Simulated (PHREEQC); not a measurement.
Consider water at 20 °C and 300 atm with 0.047 mol/kgw NH4HF2, 0.12 mol/kgw (NH4)2SiF6 and 0.021 mol/kgw H3PO4. Closed to the air; pH follows from the charge balance.

All values are PHREEQC results (ion-association model, phreeqc.dat), not measurements.

| Item | Result |
|---|---|
| pH | 2.55 |
| ionic strength | 0.411 mol/kgw |
| activity of water | 0.991 |
| density | 1.025 g/cm³ |
| total alkalinity | -548 meq/kg |

```
species  molality  activity   log γ
-------  --------  --------  ------
NH4+        0.287     0.177  -0.210
SiF6-2      0.120    0.0285  -0.624
HF         0.0556    0.0611   0.041
F-         0.0284    0.0186  -0.184
H2PO4-     0.0173    0.0122  -0.150
HF2-      0.00503   0.00370  -0.133
H3PO4     0.00374   0.00411   0.041
H+        0.00364   0.00282  -0.111
```

This is a speciation only: nothing precipitates in the calculation. Under pressure, the constants of complexes without a molar volume in the database are unreliable. SiF6-2 is the database's only silicon fluoride.
